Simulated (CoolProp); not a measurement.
Aqueous calcium chloride as a coolant, 27 % by mass, freezing at -35.3 °C, 1 atm.

Model: Melinder's fits for secondary coolants, in CoolProp.

```csv
T (°C),conductivity (W/(m K)),density (kg/m³),viscosity (mPa s),cp (kJ/(kg K))
-31.9,(withheld),1271,15.1,2.707
-23.5,0.504,1268,10.3,2.734
-15.2,0.515,1264,7.45,2.761
-6.8,(withheld),1261,5.61,2.786
1.6,0.539,1258,4.38,2.811
9.9,0.551,(withheld),(withheld),(withheld)
18.3,0.562,1250,(withheld),2.856
26.7,0.574,1246,(withheld),2.878
35.1,0.586,1241,(withheld),2.898
```

Q: Some entries are withheld; supply them.

A: 
- -31.9, conductivity (W/(m K)): 0.492
- -6.8, conductivity (W/(m K)): 0.527
- 9.9, density (kg/m³): 1254
- 9.9, viscosity (mPa s): 3.54
- 9.9, cp (kJ/(kg K)): 2.834
- 18.3, viscosity (mPa s): 2.93
- 26.7, viscosity (mPa s): 2.46
- 35.1, viscosity (mPa s): 2.10
